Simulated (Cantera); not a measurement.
Charge: 1 mol Fe3O4, a varied amount of Cl2, 0.013 mol HCl, equilibrated at 900 K and 0.133 bar.

Cantera equilibrium calculation (NASA polynomials, part measured and part estimated; ideal gas, pure solids and liquids). Candidate condensed phases: Fe, FeCl2, FeCl3, FeO, Fe(OH)2, Fe(OH)3, Fe2O3, Fe3O4, H2O; 22 gas species. The numbers say what is thermodynamically allowed, not how fast it happens.

**Question.** Which condensed phases are stable at each of these points (n(Cl2) (mol)): 0.15, 0.21, 0.29, 0.41, 0.57, 0.79, 1.1?

**Answer.** 
```tsv
n(Cl2) (mol)	condensed phases	Fe condensed (%)
0.15	FeCl2(s) + Fe2O3(s) + Fe3O4(s)	100.0
0.21	FeCl2(s) + Fe2O3(s) + Fe3O4(s)	100.0
0.29	FeCl2(s) + Fe2O3(s) + Fe3O4(s)	100.0
0.41	FeCl2(s) + Fe2O3(s)	94.8
0.57	Fe2O3(s)	88.9
0.79	Fe2O3(s)	88.9
1.1	Fe2O3(s)	88.9
```

From 0.15 mol Cl2 to 0.29 mol Cl2 the condensed part is FeCl2(s) + Fe2O3(s) + Fe3O4(s). At 0.41 mol Cl2 the condensed part is FeCl2(s) + Fe2O3(s). From 0.57 mol Cl2 to 1.1 mol Cl2 the condensed part is Fe2O3(s).
